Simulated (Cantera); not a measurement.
Input: 1 mol S, 0.24 mol H2O, 0.69 mol N2, equilibrated at 700 °C and 440 Pa.

Equilibrium computed with Cantera from the NASA thermochemical tables; the gas is ideal and each condensed phase is pure. Candidate condensed phases: H2O, H2SO4, S; 35 gas species. Gases not in the tables: S3 to S7. Equilibrium is a limit: real reactors are often held back by kinetics, nucleation or transport.

Base state: N2 0.487, S2 0.321, H2O 0.124, H2S 0.0399, SO2 0.0224, H2 0.00580, S2O 0.000969, SH 2.76e-5 (mole fractions); condensed: gas only.

### Question
What changes in the equilibrium state with this change: temperature from 700 °C to 1677 °C?

### Answer
```
species   before     after
-------  -------  --------
N2         0.487     0.458
S2         0.321     0.276
H2       0.00580     0.106
H2O        0.124    0.0424
S        2.87e-8    0.0180
SO       1.92e-5    0.0433
SH       2.76e-5    0.0109
H2S       0.0399   0.00251
SO2       0.0224    0.0363
H        1.24e-9   0.00563
OH         <1e-9  0.000204
NO         <1e-9   1.30e-5
```

### Question
What changes in the equilibrium state with this change: S replaced by HI?

### Answer
```tsv
species	before	after
N2	0.487	0.336
HI	0	0.304
I	0	0.118
S2	0.321	0
H2S	0.0399	0
I2	0	0.0331
SO2	0.0224	0
H2	0.00580	0.0920
H2O	0.124	0.117
S2O	0.000969	0
SH	2.76e-5	0
```
Further candidate phases: I2.

### Question
What changes in the equilibrium state with this change: temperature from 700 °C to 2652 °C?

### Answer
```
species   before     after
-------  -------  --------
S        2.87e-8     0.359
N2         0.487     0.315
H        1.24e-9     0.191
S2         0.321    0.0139
O          <1e-9    0.0345
H2S       0.0399   8.58e-6
SO       1.92e-5    0.0639
H2O        0.124  0.000522
SO2       0.0224   0.00243
H2       0.00580    0.0104
OH         <1e-9   0.00302
NO         <1e-9   0.00158
```
